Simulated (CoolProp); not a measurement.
Saturation properties of C3F8 (R218).

Computed with CoolProp (reference Helmholtz-energy equation of state, Lemmon 2006). It is a short technical equation, of lower accuracy than the large ones.

```
T (°C)  p (bar)  vapour density (kg/m³)  liquid cp (kJ/(kg K))  surface tension (mN/m)
------  -------  ----------------------  ---------------------  ----------------------
-72.55   0.1417                   1.620                 0.9023                    14.9
-64.95   0.2303                   2.551                 0.9167                    13.9
-57.35   0.3595                   3.869                 0.9316                    13.0
-49.65   0.5442                   5.706                 0.9473                    12.0
-42.05   0.7935                   8.132                 0.9634                    11.1
-34.35    1.130                   11.35                 0.9806                    10.2
-26.75    1.562                   15.43                 0.9985                    9.33
-19.15    2.111                   20.59                  1.017                    8.46
-11.45    2.806                   27.12                  1.038                    7.59
```

It boils at -36.8 °C under 1 atm.

Surface tension comes from a separate correlation (Mulero 2012).
